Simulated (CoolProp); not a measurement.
CH2F2 (R32) along the isobar 332 kPa: Z from the reference equation and from simpler models built on Tc = 78.1 °C, pc = 5783 kPa, ω = 0.277; each cubic takes its own stable root.

The numbers come from the reference Helmholtz-energy equation of state, Tillner-Roth 1997 in CoolProp.

| T (°C) | phase | reference | Pitzer virial | van der Waals | Peng-Robinson |
|---|---|---|---|---|---|
| 6.85 | gas | 0.9470 | 0.9562 | 0.9701 | 0.9557 |
| 26.25 | gas | 0.9592 | 0.9652 | 0.9745 | 0.9638 |
| 45.65 | gas | 0.9678 | 0.9720 | 0.9781 | 0.9701 |
| 64.95 | gas | 0.9741 | 0.9772 | 0.9810 | 0.9751 |
| 84.35 | gas | 0.9788 | 0.9812 | 0.9834 | 0.9792 |
| 103.75 | gas | 0.9826 | 0.9844 | 0.9855 | 0.9825 |
| 123.15 | gas | 0.9855 | 0.9870 | 0.9872 | 0.9852 |
| 142.45 | gas | 0.9878 | 0.9891 | 0.9887 | 0.9875 |
| 161.85 | gas | 0.9898 | 0.9908 | 0.9899 | 0.9894 |
